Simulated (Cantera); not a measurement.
A closed system holds: 1 mol MgO, 0.93 mol CH₄, 1.6 mol CO, equilibrated at 53.0 mbar.

Cantera equilibrium calculation (NASA polynomials, part measured and part estimated; ideal gas, pure solids and liquids). Candidate condensed phases: C, C₆H₆, C₇H₈, C₈H₁₈, H₂O, Mg, MgCO₃, MgO, Mg(OH)₂; 116 gas species. The tables' values for MgH are old estimates; treat these amounts as uncertain. Rates play no part. All values below are at 1800 K.

Base state: CO 0.475, H₂ 0.349, Mg 0.174, H 0.000919, MgH 0.000322, H₂O 2.37e-5 (mole fractions); condensed: MgO(s).

What changes in the equilibrium state with this change: pressure from 53.0 mbar to 16.0 mbar?


```tsv
species	before	after
CO	0.475	0.475
H₂	0.349	0.348
Mg	0.174	0.175
H	0.000919	0.00167
CO₂	8.44e-6	2.79e-5
H₂O	2.37e-5	7.82e-5
MgO(s), mol	0.0698	0.0694
```
